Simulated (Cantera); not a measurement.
# Ignition delay

Mixture: CH4 : O2 : N2 : H2O = 1 : 3.03 : 20 : 2.8 (molar parts), equivalence ratio 0.66, at 20300 Torr, adiabatic and at constant volume. Ignition delay is the time to a rise of 400 K.

Detailed kinetics in Cantera: GRI-Mech 3.0 (53 species, 325 reactions). The pressure lies above the range GRI-Mech 3.0 was tuned for (to about 10 atm).

```json
[
 {"T0 (K)": "1300", "delay (ms)": "0.757"},
 {"T0 (K)": "1375", "delay (ms)": "0.359"},
 {"T0 (K)": "1450", "delay (ms)": "0.180"},
 {"T0 (K)": "1525", "delay (ms)": "0.0932"},
 {"T0 (K)": "1600", "delay (ms)": "0.0493"},
 {"T0 (K)": "1675", "delay (ms)": "0.0267"},
 {"T0 (K)": "1750", "delay (ms)": "0.0149"}
]
```

- apparent activation energy between 1600 and 1750 K = 190 kJ/mol
